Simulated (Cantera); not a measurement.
Input: 1 mol V2O3, 1.8 mol H2, 2.1 mol N2, at 13.3 mbar.

Method: chemical equilibrium by Gibbs-energy minimisation in Cantera with the NASA 1993 tables (ideal gas, pure condensed phases). Candidate condensed phases: H2O, V, VN, VO, V2O3, V2O4, V2O5; 28 gas species. Mutual solubility and eutectic melting of coexisting phases are not modelled. VN, VO: taken at fixed stoichiometry. Condensed phases not in the tables: the oxides between V2O3 and V2O5 other than VO2, solid solutions among these carbides, nitrides and lower oxides, V2N. The numbers say what is thermodynamically allowed, not how fast it happens.

x: gas mole fraction; n: condensed amount in mol.

```csv
T (°C),x N2,x H2,x H2O,x H,x VO2,x NH3,x VO,n VN(s),n V2O3(s),n VO(s)
725,0.538,0.461,(withheld),1.26e-8,<1e-12,1.81e-6,<1e-12,0.00178,0.999,0
800,0.538,0.461,0.000746,8.24e-8,<1e-12,1.13e-6,<1e-12,0.00194,0.999,0
875,0.538,0.461,0.000800,4.21e-7,<1e-12,7.54e-7,<1e-12,0.00208,0.999,0
950,0.538,0.461,0.000847,1.77e-6,3.42e-12,5.26e-7,<1e-12,0.00220,0.999,0
1025,0.538,0.461,0.000888,6.30e-6,5.39e-11,3.83e-7,3.62e-12,0.00231,0.999,0
1100,0.538,0.461,0.000923,1.96e-5,6.23e-10,2.88e-7,6.99e-11,0.00240,0.999,0
1175,0.538,0.460,(withheld),5.42e-5,6.33e-9,2.23e-7,8.61e-10,0,0.995,0.00971
1250,0.538,0.460,(withheld),0.000136,5.49e-8,1.76e-7,7.59e-9,0,0.993,0.0148
1325,0.538,0.459,(withheld),0.000312,3.85e-7,1.43e-7,5.41e-8,0,0.989,0.0218
1400,0.538,0.457,(withheld),0.000667,2.25e-6,1.17e-7,3.20e-7,0,0.985,0.0308
```

Problem. What belongs in the gaps?

Solution. 
- 725, x H2O: 0.000684
- 1175, x H2O: 0.00125
- 1250, x H2O: 0.00190
- 1325, x H2O: 0.00279
- 1400, x H2O: 0.00395
